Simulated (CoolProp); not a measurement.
Ethanol at 293.15 K and 0.00491 MPa flows at 5.9 m/s in a round tube of 1 mm bore and 45 µm roughness, fully developed (64/Re and Nu = 3.66 if laminar; Colebrook and Gnielinski if turbulent). Each further row changes one setting.

Values from CoolProp's reference Helmholtz-energy equation of state, Schroeder 2014.

| case | Reynolds number | Darcy friction factor | pressure drop (Pa/m) | heat-transfer coefficient (W/(m² K)) | mass flow (kg/h) |
|---|---|---|---|---|---|
| as stated | 63.8 | 1.00 | 1630 | 54.0 | 0.00155 |
| velocity 11.8 m/s | 128 | 0.502 | 3250 | 54.0 | 0.00311 |
| diameter 2 mm | 128 | 0.502 | 407 | 27.0 | 0.00622 |

Viscosity comes from a separate model (Kiselev 2005). Thermal conductivity comes from a separate model (Assael 2013).
